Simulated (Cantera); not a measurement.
Charge: 1 mol AlN, 570 mol H₂, 14 mol N₂, 46 mol HCl, at 1.00 bar.

Cantera equilibrium calculation (NASA polynomials, part measured and part estimated; ideal gas, pure solids and liquids). Candidate condensed phases: Al, AlCl₃, AlN, NH₄Cl; 20 gas species. The tables' values for AlCl₂ are old estimates; treat these amounts as uncertain. Kinetics and transport are ignored. All values below are at 1150 °C.

Base state: H₂ 0.907, HCl 0.0683, N₂ 0.0230, AlCl₃ 0.00157, AlCl₂ 1.95e-5, NH₃ 1.04e-5 (mole fractions); condensed: gas only.

Q: What changes in the equilibrium state with this change: pressure from 1.00 bar to 0.000820 bar?

A: 
```csv
species,before,after
H₂,0.907,0.905
HCl,0.0683,0.0702
N₂,0.0230,0.0230
AlCl₃,0.00157,0.000479
AlCl,2.56e-6,0.000904
NH₃,1.04e-5,8.47e-9
Cl,3.90e-7,1.40e-5
H,6.33e-6,0.000221
AlCl₂,1.95e-5,0.000203
```
